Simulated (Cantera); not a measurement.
Feed: 1 mol (CH3)2SiCl2, 0.012 mol C2H2, 7.2 mol H2, equilibrated at 2073.15 K and 1.00 Torr.

Equilibrium computed with Cantera from the NASA thermochemical tables; the gas is ideal and each condensed phase is pure. Candidate condensed phases: C, C6H6, C7H8, C8H18, Si, SiC; 109 gas species. The feed counts by its element totals alone. The tables' values for SiCl are old estimates; treat these amounts as uncertain. Equilibrium is a limit: real reactors are often held back by kinetics, nucleation or transport.

Base state: H2 0.764, HCl 0.151, H 0.0630, Cl 0.00922, Si 0.00533, SiCl2 0.00471, C2H2 (acetylene) 0.000937, SiCl 0.000713 (mole fractions); condensed: C(graphite) + SiC(s).

Question: What changes in the equilibrium state with this change: temperature from 2073.15 K to 1425 K?

Answer: 
```
species             before     after
----------------  --------  --------
H2                   0.764     0.822
HCl                  0.151     0.177
SiCl2              0.00471  0.000616
H                   0.0630  0.000169
Si                 0.00533   6.47e-9
SiC2              0.000306     <1e-9
Si2C              0.000197     <1e-9
C(graphite), mol      1.13      1.03
SiC(s), mol          0.864     0.993
```
The tables' values for SiCl3 are old estimates; treat these amounts as uncertain.

Question: What changes in the equilibrium state with this change: (CH3)2SiCl2 replaced by Si(CH3)4?

Answer: 
| species | before | after |
|---|---|---|
| H2 | 0.764 | 0.924 |
| H | 0.0630 | 0.0693 |
| Si | 0.00533 | 0.00533 |
| HCl | 0.151 | 0 |
| Cl | 0.00922 | 0 |
| SiCl2 | 0.00471 | 0 |
| SiCl | 0.000713 | 0 |
| C2H2 (acetylene) | 0.000937 | 0.00113 |
| C(graphite), mol | 1.13 | 3.07 |
| SiC(s), mol | 0.864 | 0.915 |
Gases not in the tables: Si2H6 and higher silanes.
